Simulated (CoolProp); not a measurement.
Propane along the isobar 201 bar: density (kg/m³) from the reference equation and from simpler models built on Tc = 369.9 K, pc = 42.51 bar, ω = 0.152; each cubic takes its own stable root.

The numbers come from the reference Helmholtz-energy equation of state, Lemmon 2009 in CoolProp.

```json
[
 {"T (K)": "344.3", "phase": "liquid", "reference": "481.4", "van der Waals": "347.2", "Redlich-Kwong": "455.7", "Soave-Redlich-Kwong": "458.7", "Peng-Robinson": "512.9"},
 {"T (K)": "367.2", "phase": "liquid", "reference": "453.8", "van der Waals": "335.4", "Redlich-Kwong": "429.4", "Soave-Redlich-Kwong": "429.8", "Peng-Robinson": "478.8"},
 {"T (K)": "390.2", "phase": "supercritical", "reference": "424.7", "van der Waals": "323.2", "Redlich-Kwong": "402.3", "Soave-Redlich-Kwong": "399.3", "Peng-Robinson": "442.7"},
 {"T (K)": "413.2", "phase": "supercritical", "reference": "394.2", "van der Waals": "310.6", "Redlich-Kwong": "374.9", "Soave-Redlich-Kwong": "368.0", "Peng-Robinson": "405.5"},
 {"T (K)": "436.2", "phase": "supercritical", "reference": "362.9", "van der Waals": "297.8", "Redlich-Kwong": "347.7", "Soave-Redlich-Kwong": "336.9", "Peng-Robinson": "368.7"},
 {"T (K)": "459.2", "phase": "supercritical", "reference": "331.7", "van der Waals": "284.7", "Redlich-Kwong": "321.3", "Soave-Redlich-Kwong": "307.0", "Peng-Robinson": "333.8"},
 {"T (K)": "482.1", "phase": "supercritical", "reference": "302.2", "van der Waals": "271.5", "Redlich-Kwong": "296.6", "Soave-Redlich-Kwong": "279.8", "Peng-Robinson": "302.3"},
 {"T (K)": "505.1", "phase": "supercritical", "reference": "275.3", "van der Waals": "258.3", "Redlich-Kwong": "273.8", "Soave-Redlich-Kwong": "255.5", "Peng-Robinson": "274.7"},
 {"T (K)": "528.1", "phase": "supercritical", "reference": "251.8", "van der Waals": "245.3", "Redlich-Kwong": "253.3", "Soave-Redlich-Kwong": "234.6", "Peng-Robinson": "251.1"},
 {"T (K)": "551.1", "phase": "supercritical", "reference": "231.6", "van der Waals": "232.6", "Redlich-Kwong": "235.2", "Soave-Redlich-Kwong": "216.8", "Peng-Robinson": "231.2"},
 {"T (K)": "574", "phase": "supercritical", "reference": "214.5", "van der Waals": "220.5", "Redlich-Kwong": "219.4", "Soave-Redlich-Kwong": "201.7", "Peng-Robinson": "214.4"},
 {"T (K)": "597", "phase": "supercritical", "reference": "199.9", "van der Waals": "209.1", "Redlich-Kwong": "205.5", "Soave-Redlich-Kwong": "188.8", "Peng-Robinson": "200.1"},
 {"T (K)": "620", "phase": "supercritical", "reference": "187.4", "van der Waals": "198.4", "Redlich-Kwong": "193.4", "Soave-Redlich-Kwong": "177.6", "Peng-Robinson": "187.8"}
]
```
